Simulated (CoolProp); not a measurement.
Vapour-liquid equilibrium of ethane (1) + hydrogen sulfide (2) at -72.85 °C; x and y are mole fractions of (1).

Model: multi-fluid Helmholtz-energy mixture model, Bücker 2006 and Lemmon 2006; pair parameters Kunz 2012, in CoolProp.

| x | bubble pressure, mixture model (MPa) | bubble pressure, Raoult's law (MPa) | y, mixture model | y, Raoult's law |
|---|---|---|---|---|
| 0.05 | 0.1157 | 0.05968 | 0.570 | 0.184 |
| 0.125 | 0.1676 | 0.07235 | 0.714 | 0.380 |
| 0.2 | 0.1906 | 0.08502 | 0.756 | 0.518 |
| 0.275 | 0.2002 | 0.09770 | 0.772 | 0.620 |
| 0.35 | 0.2040 | 0.1104 | 0.779 | 0.698 |
| 0.425 | 0.2059 | 0.1230 | 0.782 | 0.761 |
| 0.5 | 0.2076 | 0.1357 | 0.786 | 0.811 |
| 0.575 | 0.2098 | 0.1484 | 0.793 | 0.853 |
| 0.65 | 0.2126 | 0.1611 | 0.804 | 0.889 |
| 0.725 | 0.2159 | 0.1737 | 0.822 | 0.919 |
| 0.8 | 0.2190 | 0.1864 | 0.849 | 0.945 |
| 0.875 | 0.2213 | 0.1991 | 0.889 | 0.968 |
| 0.95 | 0.2217 | 0.2118 | 0.947 | 0.988 |

The largest gap from Raoult's law is +131.7 % in bubble pressure, at x = 0.125. y crosses x between x = 0.875 and 0.95: the model has an azeotrope there.

The pair parameters rest on a limited set of measurements; away from them the model extrapolates. With so large a gap from Raoult's law the liquid may split in two, which this calculation doesn't test in full.
